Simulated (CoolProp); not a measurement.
CH2F2 (R32) at 293.15 K and 0.945 MPa flows at 0.4 m/s in a round tube of 25 mm bore and 0.25 µm roughness, fully developed (64/Re and Nu = 3.66 if laminar; Colebrook and Gnielinski if turbulent). Each further row changes one setting.

The numbers come from the reference Helmholtz-energy equation of state, Tillner-Roth 1997 in CoolProp.

| case | Reynolds number | Darcy friction factor | pressure drop (Pa/m) | heat-transfer coefficient (W/(m² K)) | mass flow (kg/h) |
|---|---|---|---|---|---|
| as stated | 17600 | 0.0267 | 1.99 | 32.7 | 16.5 |
| velocity 0.8 m/s | 35200 | 0.0227 | 6.76 | 57.2 | 33.0 |
| diameter 50 mm | 35200 | 0.0226 | 0.845 | 28.6 | 65.9 |

Viscosity comes from a separate model (Bell 2016), an estimate that may be off by 10 % or more. Thermal conductivity comes from a separate model (Huber 2003), an estimate that may be off by 10 % or more.
